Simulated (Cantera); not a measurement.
N2O furnace oxynitridation

An isothermal, constant-pressure homogeneous reactor starts with 46.7 % N₂O, 1.87 % H₂, 51.4 % N₂, at 1300 K and 1.10 bar.

Detailed kinetics in Cantera: GRI-Mech 3.0 (53 species, 325 reactions). GRI-Mech 3.0 was tuned for natural gas; its chemistry of N2O as a main component is partial and can be far from experiment. The mechanism lacks the step 2 NO + O2 → 2 NO2, which can matter for NO2 below about 1400 K. The temperature is held fixed by assumption; the heat of reaction is taken as removed at once.

```csv
t (s),x N₂O,x H₂,x NO,x NO₂,x OH,x HO₂,x O
4.00e-5,0.467,0.0185,1.15e-5,2.49e-9,2.01e-5,9.36e-7,3.05e-6
0.000123,0.465,0.0169,6.68e-5,1.39e-7,4.66e-5,3.42e-6,3.54e-6
0.000380,0.458,0.0102,0.000243,1.06e-6,7.45e-5,4.50e-6,5.08e-6
0.00117,0.448,0.00207,0.000511,1.10e-5,5.61e-5,4.90e-6,6.60e-6
0.00360,0.441,0.000104,0.00104,7.64e-5,3.32e-5,2.92e-6,7.08e-6
0.0111,0.425,2.30e-7,0.00261,0.000200,3.32e-5,1.80e-6,6.80e-6
0.0342,0.381,1.31e-7,0.00705,0.000297,3.54e-5,8.78e-7,6.39e-6
0.105,0.280,1.07e-7,0.0170,0.000374,3.43e-5,3.70e-7,5.56e-6
0.324,0.125,7.35e-8,0.0299,0.000421,2.77e-5,1.54e-7,3.69e-6
0.999,0.0202,2.34e-8,0.0352,0.000403,1.44e-5,5.61e-8,1.03e-6
3.08,0.000264,3.47e-9,0.0353,0.000359,4.18e-6,1.40e-8,8.46e-8
9.48,3.45e-7,3.13e-9,0.0353,0.000355,3.79e-6,1.25e-8,6.91e-8
29.2,3.44e-7,3.13e-9,0.0352,0.000354,3.79e-6,1.25e-8,6.91e-8
90.0,3.42e-7,3.13e-9,0.0352,0.000354,3.79e-6,1.25e-8,6.91e-8
```
x: mole fraction; the columns are a selection and need not sum to one.

Equilibrium at this temperature and pressure: N₂O 2.63e-8, H₂ 2.97e-9, NO 0.000375, NO₂ 3.97e-6, OH 3.88e-6, HO₂ 1.35e-8, O 7.26e-8 (gas phase only).
